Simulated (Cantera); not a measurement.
Mixture: 29.7 % CO, 5.64 % H2, 13.6 % O2, 51.1 % N2, at 750 Torr, adiabatic and at constant volume. Ignition delay is the time to a rise of 400 K.

Detailed kinetics in Cantera: GRI-Mech 3.0 (53 species, 325 reactions). Below about 950 K walls govern HO2 and H2O2 in real vessels. Where the delays flatten at high temperature, the 400 K rule measures the pace of heat release, not the induction time.

**Question.** Predict: delay at 850 K; delay at 1050 K; delay at 1250 K; delay at 1450 K; delay at 1650 K.

**Answer.** 
```
Property            Value
---------------  --------
delay at 850 K    0.194 s
delay at 1050 K  0.223 ms
delay at 1250 K   65.0 µs
delay at 1450 K   38.6 µs
delay at 1650 K   32.5 µs
```
